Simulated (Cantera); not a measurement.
Cantera run:

```python
import numpy as np
import cantera as ct

gas_names = """
    H NO H2O2
""".split()
cond_names = """
    Zr(a) Zr(b) Zr(L) ZrN(s) ZrN(L)
""".split()


def load(file, names, dense=False):
    # The tables refer to 1 bar. Condensed volumes are neglected.
    table = {s.name: s for s in ct.Species.list_from_file(file)}
    out = []
    for n in names:
        d = dict(table[n].input_data)
        d["thermo"] = dict(d["thermo"], **{"reference-pressure": 1e5})
        if dense:
            d["equation-of-state"] = {"model": "constant-volume", "density": "1e6 g/cm^3"}
        out.append(ct.Species.from_dict(d))
    return out


species = {s.name: s for s in load("nasa_gas.yaml", gas_names) + load("nasa_condensed.yaml", cond_names)}
# Each term lists the table entries of one substance; the one whose range holds T is used.
reactions = {
    '2 H(g) + 2 NO(g) + 2 Zr = 2 ZrN + H2O2(g)':
        [(-2, ['H']), (-2, ['NO']), (-2, ['Zr(a)', 'Zr(b)', 'Zr(L)']), (2, ['ZrN(s)', 'ZrN(L)']), (1, ['H2O2'])],
}


def pick(names, T):
    return next(species[n] for n in names if species[n].thermo.min_temp <= T <= species[n].thermo.max_temp)


results = []
for label, terms in reactions.items():
    print(label)
    print("     T/K   dH/kJ  dS/(J/K)   dG/kJ   log10 K")
    for T in [300, 2448, 2473, 2498, 2523, 2548, 2573, 2598, 2623, 2648, 2673, 2698]:
        used = [(nu, pick(names, T)) for nu, names in terms]
        dH = sum(nu * s.thermo.h(T) for nu, s in used) / 1e6
        dS = sum(nu * s.thermo.s(T) for nu, s in used) / 1e3
        dG = dH - T * dS / 1e3
        logK = -dG * 1e6 / (ct.gas_constant * T * np.log(10))
        results.append((label, T, dH, dS, dG, logK, [s.name for _, s in used]))
        print(f"{T:8g} {dH:8.1f} {dS:8.1f} {dG:8.1f} {logK:8.2f}")
```

It prints:

```
2 H(g) + 2 NO(g) + 2 Zr = 2 ZrN + H2O2(g)
     T/K   dH/kJ  dS/(J/K)   dG/kJ   log10 K
     300  -1485.4   -416.5  -1360.4   236.87
    2448  -1532.5   -451.9   -426.3     9.10
    2473  -1532.4   -451.9   -415.0     8.77
    2498  -1532.3   -451.8   -403.7     8.44
    2523  -1532.2   -451.8   -392.4     8.12
    2548  -1532.0   -451.7   -381.1     7.81
    2573  -1531.9   -451.6   -369.8     7.51
    2598  -1531.7   -451.6   -358.5     7.21
    2623  -1531.6   -451.5   -347.2     6.91
    2648  -1531.4   -451.5   -335.9     6.63
    2673  -1531.2   -451.4   -324.7     6.34
    2698  -1531.0   -451.3   -313.4     6.07
```

Source: NASA polynomial tables (part measured, part estimated), evaluated in Cantera. ZrN: taken at fixed stoichiometry. Condensed species are held in their standard states even where they would react or evaporate.
